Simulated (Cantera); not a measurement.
Feed: 1 mol SiHCl3, 43 mol NH3, 0.22 mol N2, equilibrated at 10.0 Torr.

Method: chemical equilibrium by Gibbs-energy minimisation in Cantera with the NASA 1993 tables (ideal gas, pure condensed phases). Candidate condensed phases: NH4Cl, Si, Si3N4; 28 gas species. Rates play no part.

### Question
At 1598 K, list the 6 most abundant gas species with their mole fractions, and the condensed phases.

### Answer
H2 0.725, N2 0.241, HCl 0.0322, SiCl2 0.000989, H 0.000393, Cl 1.38e-5. Condensed: Si3N4(s).
